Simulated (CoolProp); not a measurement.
Benzene along the isobar 62.7 bar: density (kg/m³) from the reference equation and from simpler models built on Tc = 562.0 K, pc = 49.06 bar, ω = 0.211; each cubic takes its own stable root.

Model: reference Helmholtz-energy equation of state, Thol 2012, in CoolProp.

```csv
T (K),phase,reference,van der Waals,Soave-Redlich-Kwong,Peng-Robinson
436,liquid,726.1,459.8,664.3,750.8
446.2,liquid,713.1,452.6,650.5,735.3
456.5,liquid,699.6,445.0,635.9,718.7
466.8,liquid,[?],437.1,620.5,701.1
477.1,liquid,670.9,428.8,604.1,682.4
487.3,liquid,655.6,420.1,586.9,662.6
497.6,liquid,639.3,[?],568.3,641.1
507.9,liquid,621.8,401.0,548.2,617.8
518.2,liquid,602.7,390.4,526.3,592.4
528.4,liquid,581.9,379.0,502.5,564.5
538.7,liquid,558.1,[?],475.6,532.8
549,liquid,530.0,352.4,444.7,496.3
559.3,liquid,[?],336.3,407.8,452.4
569.5,supercritical,446.0,317.4,361.0,396.4
```

Problem. What belongs in the gaps?

Solution. 
- 466.8, reference: 685.6
- 497.6, van der Waals: 410.8
- 538.7, van der Waals: 366.4
- 559.3, reference: 494.9
